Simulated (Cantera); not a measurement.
Cantera run:

```python
import numpy as np
import cantera as ct

gas_names = """
    B BH BH2 BH3 BN BO BO2 B2 B2O B2O2 B2O3 B3O3H3 H HBO HBO2 HNO HNO2 HNO3 HO2 H2 H2O H2O2 H3B3O6 N NH
    NH2 NH3 NH2OH NO NO2 NO3 N2 N2H2 N2H4 N2O O OH O2 O3
""".split()
cond_names = """
    B(b) B(L) BN(s) B2O3(L) B3O3H3(cr) H2O(s) H2O(L)
""".split()


def load(file, names, dense=False):
    # The tables refer to 1 bar. Condensed volumes are neglected.
    table = {s.name: s for s in ct.Species.list_from_file(file)}
    out = []
    for n in names:
        d = dict(table[n].input_data)
        d["thermo"] = dict(d["thermo"], **{"reference-pressure": 1e5})
        if dense:
            d["equation-of-state"] = {"model": "constant-volume", "density": "1e6 g/cm^3"}
        out.append(ct.Species.from_dict(d))
    return out


gas = ct.Solution(thermo="ideal-gas", species=load("nasa_gas.yaml", gas_names))
cond = {s.name: ct.Solution(thermo="fixed-stoichiometry", species=[s], name=s.name)
        for s in load("nasa_condensed.yaml", cond_names, dense=True)}
atoms = {
    'BN': {'B': 1, 'N': 1},
    'H2O': {'H': 2, 'O': 1},
    'N2': {'N': 2},
}
top_T = {'BN(s)': 3200}  # K; cautious upper limits of use, not melting points


def equilibrate(T, P, feed):
    n = {}
    for name, mol in feed.items():
        for a, k in atoms[name].items():
            n[a] = n.get(a, 0.0) + k * mol
    gas.TPX = T, P, n
    mass = sum(n.values()) * gas.mean_molecular_weight
    gas.equilibrate("TP")
    valid = [c for c in cond.values() if c.min_temp <= T <= top_T.get(c.name, c.max_temp)]
    mix = ct.Mixture([(gas, mass / gas.mean_molecular_weight)] + [(c, 0.0) for c in valid])
    mix.T, mix.P = T, P
    mix.equilibrate("TP", solver="vcs", rtol=1e-11, max_steps=5000)
    return mix


results = []
T = 1775  # K
P = 51  # Pa
for m in [0.54, 0.75, 1, 1.4, 2, 2.8, 3.9, 5.4, 7.4, 10, 14, 20, 27]:
    feed = {'BN': 1, 'H2O': m, 'N2': 3.4}  # mol
    mix = equilibrate(T, P, feed)
    results.append((T, P, feed, dict(zip(mix.species_names, mix.species_moles))))
    x = sorted(zip(gas.X, gas.species_names), reverse=True)
    print(f"T = {T:g} K  P = {P:g} Pa  n(H2O) = {m:g} mol  gas = {mix.phase_moles(0):.4g} mol")
    print("   x: " + "  ".join(f"{s} {v:.3e}" for v, s in x if v > 0.0001))
    print("   condensed (mol): " + ("  ".join(f"{mix.phase(i).name} {mix.phase_moles(i):.4g}"
          for i in range(1, mix.n_phases) if mix.phase_moles(i) > 1e-12) or "none"))
```

It prints:

```
T = 1775 K  P = 51 Pa  n(H2O) = 0.54 mol  gas = 4.509 mol
   x: N2 8.112e-01  H2 1.038e-01  B2O2 2.834e-02  HBO 2.717e-02  BO 1.980e-02  B2O3 4.952e-03  H 4.129e-03  HBO2 6.215e-04
   condensed (mol): BN(s) 0.4851
T = 1775 K  P = 51 Pa  n(H2O) = 0.75 mol  gas = 4.928 mol
   x: N2 7.621e-01  H2 1.321e-01  B2O2 3.626e-02  HBO 3.467e-02  BO 2.240e-02  B2O3 6.947e-03  H 4.658e-03  HBO2 8.695e-04
   condensed (mol): BN(s) 0.2885
T = 1775 K  P = 51 Pa  n(H2O) = 1 mol  gas = 5.426 mol
   x: N2 7.137e-01  H2 1.601e-01  B2O2 4.409e-02  HBO 4.209e-02  BO 2.470e-02  B2O3 9.016e-03  H 5.128e-03  HBO2 1.127e-03
   condensed (mol): BN(s) 0.055
T = 1775 K  P = 51 Pa  n(H2O) = 1.4 mol  gas = 5.85 mol
   x: N2 6.666e-01  H2 2.166e-01  B2O3 5.146e-02  HBO 2.218e-02  HBO2 1.651e-02  BO 1.119e-02  B2O2 9.050e-03  H 5.965e-03  H2O 3.712e-04
   condensed (mol): none
T = 1775 K  P = 51 Pa  n(H2O) = 2 mol  gas = 6.423 mol
   x: N2 6.071e-01  H2 2.282e-01  HBO2 1.016e-01  H2O 2.837e-02  B2O3 2.549e-02  H 6.122e-03  HBO 1.881e-03  BO 9.248e-04  BO2 2.063e-04
   condensed (mol): none
T = 1775 K  P = 51 Pa  n(H2O) = 2.8 mol  gas = 7.224 mol
   x: N2 5.399e-01  H2 2.044e-01  HBO2 1.205e-01  H2O 1.197e-01  B2O3 8.495e-03  H 5.794e-03  HBO 4.735e-04  BO2 2.585e-04  BO 2.460e-04  OH 2.114e-04
   condensed (mol): none
T = 1775 K  P = 51 Pa  n(H2O) = 3.9 mol  gas = 8.326 mol
   x: N2 4.684e-01  H2O 2.318e-01  H2 1.776e-01  HBO2 1.120e-01  H 5.401e-03  B2O3 3.790e-03  OH 4.391e-04  BO2 2.578e-04  HBO 1.975e-04  BO 1.101e-04
   condensed (mol): none
T = 1775 K  P = 51 Pa  n(H2O) = 5.4 mol  gas = 9.83 mol
   x: N2 3.967e-01  H2O 3.472e-01  H2 1.505e-01  HBO2 9.749e-02  H 4.973e-03  B2O3 1.919e-03  OH 7.142e-04  BO2 2.438e-04
   condensed (mol): none
T = 1775 K  P = 51 Pa  n(H2O) = 7.4 mol  gas = 11.84 mol
   x: H2O 4.562e-01  N2 3.295e-01  H2 1.252e-01  HBO2 8.211e-02  H 4.535e-03  B2O3 1.036e-03  OH 1.029e-03  BO2 2.252e-04
   condensed (mol): none
T = 1775 K  P = 51 Pa  n(H2O) = 10 mol  gas = 14.44 mol
   x: H2O 5.528e-01  N2 2.700e-01  H2 1.028e-01  HBO2 6.781e-02  H 4.110e-03  OH 1.376e-03  B2O3 5.831e-04  BO2 2.052e-04  O2 1.025e-04
   condensed (mol): none
T = 1775 K  P = 51 Pa  n(H2O) = 14 mol  gas = 18.46 mol
   x: H2O 6.481e-01  N2 2.113e-01  H2 8.100e-02  HBO2 5.335e-02  H 3.648e-03  OH 1.817e-03  B2O3 3.079e-04  O2 2.270e-04  BO2 1.819e-04
   condensed (mol): none
T = 1775 K  P = 51 Pa  n(H2O) = 20 mol  gas = 24.49 mol
   x: H2O 7.318e-01  N2 1.592e-01  H2 6.207e-02  HBO2 4.036e-02  H 3.193e-03  OH 2.345e-03  O2 4.931e-04  BO2 1.572e-04  B2O3 1.560e-04
   condensed (mol): none
T = 1775 K  P = 51 Pa  n(H2O) = 27 mol  gas = 31.53 mol
   x: H2O 7.883e-01  N2 1.237e-01  H2 4.964e-02  HBO2 3.140e-02  H 2.856e-03  OH 2.824e-03  O2 8.944e-04  BO2 1.367e-04  O 1.268e-04
   condensed (mol): none
```

These are equilibrium values from Cantera (NASA tables, ideal gas, pure condensed phases), not measurements of a reactor.
